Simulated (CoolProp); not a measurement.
The fluid at 352.4 K and 0.225 MPa expands adiabatically to 0.0535 MPa with isentropic efficiency 1. The same conditions are run with several fluids, on thermodynamics alone (safety and materials aside).

Values from CoolProp's reference Helmholtz-energy equation of state of each fluid (R11: Jacobsen 1992; isobutene: Lemmon 2005; carbonyl sulfide: Lemmon 2006; hydrogen chloride: Thol 2018; R152A: Outcalt 1996).

Question: Rank R11, isobutene, carbonyl sulfide, hydrogen chloride, R152A by work (kJ/kg), highest first.

Answer: hydrogen chloride (94.0), isobutene (68.9), carbonyl sulfide (60.3), R152A (57.6), R11 (27.6)

```
fluid              final temperature (K)  final density (kg/m³)
-----------------  ---------------------  ---------------------
R11                                302.7                   2.97
isobutene                          309.9                   1.18
carbonyl sulfide                   264.2                   1.48
hydrogen chloride                  233.9                   1.01
R152A                              296.9                   1.45
```
